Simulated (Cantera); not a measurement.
Standard-state values (1 bar) from the NASA 1993 polynomials, evaluated with Cantera. Values are per mole of reaction as written; species without (g) are pure solids or liquids, kept so even where they would boil at 1 bar.

4 NH3(g) + 7 NbO2(g) ⇌ 12 OH(g) + 7 Nb + 2 N2O(g), with ΔH° = 2219.4 kJ and ΔS° = 219.6 J/K at 300 K.

Question: How far is the shortcut ΔG° ≈ ΔH°(300 K) − T·ΔS°(300 K) from the full temperature-dependent value at 1173, 1323, 1473, 1623, 1773, 1923 K?

Answer: 
```csv
T (K),shortcut (kJ),full (kJ),difference (kJ),difference in log10 K
1173,1961.9,1881.2,80.6,-3.59
1323,1928.9,1827.9,101.0,-3.99
1473,1896.0,1773.6,122.4,-4.34
1623,1863.1,1718.3,144.7,-4.66
1773,1830.1,1662.2,168.0,-4.95
1923,1797.2,1605.1,192.1,-5.22
```
The shortcut ignores the heat-capacity change of the reaction.
